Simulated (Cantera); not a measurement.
A closed system holds: 1 mol SiCl4, 170 mol H2, at 2600 K and 4800 Pa.

Method: chemical equilibrium by Gibbs-energy minimisation in Cantera with the NASA 1993 tables (ideal gas, pure condensed phases). Candidate condensed phases: Si; 19 gas species. The tables' values for SiCl are old estimates; treat these amounts as uncertain. Gases not in the tables: Si2H6 and higher silanes. The numbers say what is thermodynamically allowed, not how fast it happens.

Base state: H2 0.815, H 0.158, HCl 0.0186, Si 0.00497, Cl 0.00253, SiH 0.000224, SiCl 7.17e-5, SiH2 2.89e-5 (mole fractions); condensed: gas only.

Q: What changes in the equilibrium state with this change: H2 from 170 to 2.9 mol?

A: 
| species | before | after |
|---|---|---|
| HCl | 0.0186 | 0.364 |
| H2 | 0.815 | 0.282 |
| SiCl2 | 1.42e-5 | 0.118 |
| SiCl | 7.17e-5 | 0.0180 |
| Cl | 0.00253 | 0.0841 |
| Si | 0.00497 | 0.0376 |
| H | 0.158 | 0.0931 |
| SiCl3 | 2.97e-9 | 0.000823 |
| Cl2 | 1.64e-8 | 1.81e-5 |
| Si2 | 3.74e-6 | 0.000214 |
| SiH | 0.000224 | 0.000999 |
The tables' values for SiCl, SiCl3 are old estimates; treat these amounts as uncertain.

Q: What changes in the equilibrium state with this change: pressure from 4800 Pa to 160 Pa?

A: 
```json
[
 {"species": "H", "before": "0.158", "after": "0.595"},
 {"species": "H2", "before": "0.815", "after": "0.385"},
 {"species": "Cl", "before": "0.00253", "after": "0.00840"},
 {"species": "HCl", "before": "0.0186", "after": "0.00774"},
 {"species": "Si", "before": "0.00497", "after": "0.00401"},
 {"species": "SiCl2", "before": "1.42e-5", "after": "1.40e-7"},
 {"species": "SiH2", "before": "2.89e-5", "after": "3.66e-7"},
 {"species": "SiCl", "before": "7.17e-5", "after": "6.38e-6"},
 {"species": "SiH", "before": "0.000224", "after": "2.27e-5"}
]
```
